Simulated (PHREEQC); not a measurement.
Make-up at 20 °C: 0.73 mol H2SO4, 0.029 mol Li2SO4 and 0.1 mol Na2SeO3 per kg of water. Closed to the air; pH follows from the charge balance.

Model: ion-association model, wateq4f.dat, run in PHREEQC.

This is a speciation only: nothing precipitates in the calculation.

Question: Order these S species by the share of S that they hold, largest first: HSO4-, LiSO4-, SO4-2, NaSO4-.

Answer: HSO4- (89 %), SO4-2 (9.0 %), NaSO4- (1.5 %), LiSO4- (0.37 %)

The pH is 0.36 and the ionic strength 0.897 mol/kgw. Caution: at this ionic strength the ion-association model is outside its range; a Pitzer model would be the better tool where its parameters exist. Species that the database lacks are ignored.
